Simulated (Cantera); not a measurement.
Feed: 1 mol Cr, 0.66 mol NH3, equilibrated at 1073 K and 0.000130 bar.

Method: chemical equilibrium by Gibbs-energy minimisation in Cantera with the NASA 1993 tables (ideal gas, pure condensed phases). Candidate condensed phases: Cr, CrN, Cr2N; 11 gas species. Mutual solubility and eutectic melting of coexisting phases are not modelled. Rates play no part.

Base state: H2 0.776, N2 0.224 (mole fractions); condensed: Cr(s) + Cr2N(s).

Problem. What changes in the equilibrium state with this change: temperature from 1073 K to 1123 K?

Solution. 
```tsv
species	before	after
H2	0.776	0.750
N2	0.224	0.250
Cr(s), mol	0.822	1.00
Cr2N(s), mol	0.0891	0
```
